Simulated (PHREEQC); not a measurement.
A column of 0.1 m (40 cells, dispersivity 0.005 m, 720 s a shift, diffusion coefficient 3e-10 m²/s) holds 0.023 eq of the database's cation exchanger X per kg of pore water, first in equilibrium with 49 mmol/kgw KCl and 0.01 mmol/kgw HCl. It is flushed with 0.00049 mol MnCl2, 0.024 mol (NH4)2SO4 and 1e-05 mol HCl per kg of water, at 40 °C. Values are for the last cell. CO2 from the air is kept out. Precipitation was switched off in this run.

The series has 31 steps of pore volumes, from 0 to 3.013.

Equilibrium calculation in PHREEQC: ion-association model, phreeqc.dat.

Task: After how many pore volumes does NH4 at the outlet first reach half of its feed value?

Result: By 1.4 pore volumes.

Task: After how many pore volumes does S at the outlet first reach half of its feed value?

Result: By 1.0 pore volumes.

Task: After how many pore volumes does Mn at the outlet first reach half of its feed value?

Result: By 1.6 pore volumes.

At this temperature some constants are extrapolated from 25 °C, and those without enthalpy data are left unchanged.
